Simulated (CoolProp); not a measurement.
Ethanol along the isotherm 499.3 K: density (kg/m³) from the reference equation and from simpler models built on Tc = 514.7 K, pc = 62.68 bar, ω = 0.644; each cubic takes its own stable root.

Computed with CoolProp (reference Helmholtz-energy equation of state, Schroeder 2014).

```csv
p (bar),phase,reference
0.297,gas,0.3301
0.463,gas,0.5151
0.721,gas,0.8033
1.12,gas,1.251
1.75,gas,1.961
2.72,gas,3.065
4.24,gas,4.820
6.6,gas,7.609
10.3,gas,12.16
16,gas,19.64
24.9,gas,32.88
38.8,gas,60.51
60.4,liquid,496.7
94,liquid,531.4
```

### Question
How far does each simpler model (van der Waals, Redlich-Kwong, Soave-Redlich-Kwong, Peng-Robinson) lie from the reference over these 14 states: mean and median of the absolute difference, and the worst?

### Answer
- van der Waals: mean 7.0 %, median 0.2 %, worst -47.1 % at 499.3 K and 60.4 bar
- Redlich-Kwong: mean 4.5 %, median 0.1 %, worst -32.8 % at 499.3 K and 60.4 bar
- Soave-Redlich-Kwong: mean 4.2 %, median 0.4 %, worst -27.1 % at 499.3 K and 60.4 bar
- Peng-Robinson: mean 3.5 %, median 0.7 %, worst -18.3 % at 499.3 K and 60.4 bar
